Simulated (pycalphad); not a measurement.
Effect of B content in Ti-B

CALPHAD calculation (pycalphad, COST 507 light-alloy database (1999)), 1 atm. These are 1990s assessments: newer ones move some temperatures and phases. Amounts are mole fractions of atoms.

```json
[
 {"alloy": "Ti-0.3427B (wt.%)", "liquidus (K)": "[?]", "first solid": "bcc", "solidus (K)": "1814", "phases at 1050 K": "[?]"},
 {"alloy": "Ti-0.6936B (wt.%)", "liquidus (K)": "1879", "first solid": "bcc", "solidus (K)": "1814", "phases at 1050 K": "hcp 0.94, BM 0.06"},
 {"alloy": "Ti-1.421B (wt.%)", "liquidus (K)": "1827", "first solid": "bcc", "solidus (K)": "1814", "phases at 1050 K": "hcp 0.88, BM 0.12"},
 {"alloy": "Ti-2.988B (wt.%)", "liquidus (K)": "1906", "first solid": "BM", "solidus (K)": "1814", "phases at 1050 K": "hcp 0.76, BM 0.24"}
]
```

Problem. Complete the blanks.

Solution. 
- Ti-0.3427B (wt.%), liquidus (K): 1909
- Ti-0.3427B (wt.%), phases at 1050 K: hcp 0.97, BM 0.03

Database names, with the compositions (at.%) that they take in these runs: BM: Ti 50 B 50.
